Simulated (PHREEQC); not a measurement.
Solution (25 °C): 0.0044 mol/kgw LiNO3. Closed to the air; pH follows from the charge balance.

Equilibrium calculation in PHREEQC: ion-association model, phreeqc.dat.

No solid was allowed to form.

Q: What specific conductance does the model give?

A: specific conductance 461 µS/cm.

Species that the database lacks are ignored.
